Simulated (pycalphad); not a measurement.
Effect of Si content in Al-Si

CALPHAD calculation (pycalphad, COST 507 light-alloy database (1999)), 1 atm. These are 1990s assessments: newer ones move some temperatures and phases. Amounts are mole fractions of atoms.

```tsv
alloy	liquidus (°C)	first solid	solidus (°C)	phases at 302 °C
Al-0.7076Si (wt.%)	656	fcc	621	fcc 0.99, diamond (Si) 0.01
Al-1.425Si (wt.%)	652	fcc	583	fcc 0.99, diamond (Si) 0.01
Al-2.838Si (wt.%)	…	fcc	577	…
Al-8.496Si (wt.%)	606	fcc	577	fcc 0.92, diamond (Si) 0.08
```

Task: Fill in the missing entries.

Result: 
- Al-2.838Si (wt.%), liquidus (°C): 643
- Al-2.838Si (wt.%), phases at 302 °C: fcc 0.97, diamond (Si) 0.03
